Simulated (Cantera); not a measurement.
# Thermodynamics of metals in furnace atmospheres, feed Cu + H₂O + H₂ + CO

Charge: 1 mol Cu, 0.7 mol H₂O, 140 mol H₂, 2.5 mol CO, at 1375 K.

Cantera equilibrium calculation (NASA polynomials, part measured and part estimated; ideal gas, pure solids and liquids). Candidate condensed phases: C, C₆H₆, C₇H₈, C₈H₁₈, Cu, CuO, Cu(OH)₂, Cu₂O, H₂O; 113 gas species. Rates play no part.

```
P (Pa)   log p H₂  log p CO  log p H₂O  log p CH₄  log p Cu  log p H  log p CO₂  n Cu(l)
-------  --------  --------  ---------  ---------  --------  -------  ---------  -------
10          -4.01     -5.76      -6.32       <-16     -6.16    -7.47      -8.38        0
41          -3.40     -5.15      -5.70     -14.28     -6.08    -7.16      -7.77    0.712
160         -2.81     -4.56      -5.11     -12.50     -6.08    -6.87      -7.18    0.926
670         -2.18     -3.93      -4.49     -10.64     -6.08    -6.56      -6.55    0.982
2700        -1.58     -3.33      -3.88      -8.82     -6.08    -6.25      -5.95    0.996
11000       -0.97     -2.72      -3.27      -6.99     -6.08    -5.95      -5.34    0.999
45000       -0.36     -2.11      -2.66      -5.16     -6.08    -5.64      -4.73    1.000
180000       0.25     -1.51      -2.04      -3.37     -6.08    -5.34      -4.11    1.000
740000       0.86     -0.95      -1.27      -1.75     -6.08    -5.04      -3.40    1.000
3000000      1.46     -0.63      -0.35      -0.53     -6.08    -4.73      -2.76    1.000
```
log p: log10 of the partial pressure in bar; n: condensed amount in mol.

At 10.0 Pa nothing is condensed. From 41.0 Pa to 30.0 bar the condensed part is Cu(l). The main Cu-bearing gas is Cu throughout.
